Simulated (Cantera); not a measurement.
## Ignition delay

Mixture: 5.02 % CH4, 13.2 % O2, 81.8 % N2, at 1400000 Pa, adiabatic and at constant pressure. Ignition delay is the time to a rise of 400 K.

Computed with Cantera and GRI-Mech 3.0 (53 species, 325 reactions). The pressure lies above the range GRI-Mech 3.0 was tuned for (to about 10 atm).

```json
[
 {"T0 (K)": "1298", "delay (ms)": "1.50"},
 {"T0 (K)": "1373", "delay (ms)": "0.685"},
 {"T0 (K)": "1448", "delay (ms)": "0.327"},
 {"T0 (K)": "1523", "delay (ms)": "0.162"},
 {"T0 (K)": "1598", "delay (ms)": "0.0835"},
 {"T0 (K)": "1673", "delay (ms)": "0.0447"},
 {"T0 (K)": "1748", "delay (ms)": "0.0251"},
 {"T0 (K)": "1823", "delay (ms)": "0.0147"},
 {"T0 (K)": "1898", "delay (ms)": "0.00911"}
]
```

```
Property                                                 Value
--------------------------------------------------  ----------
apparent activation energy between 1748 and 1898 K  190 kJ/mol
```
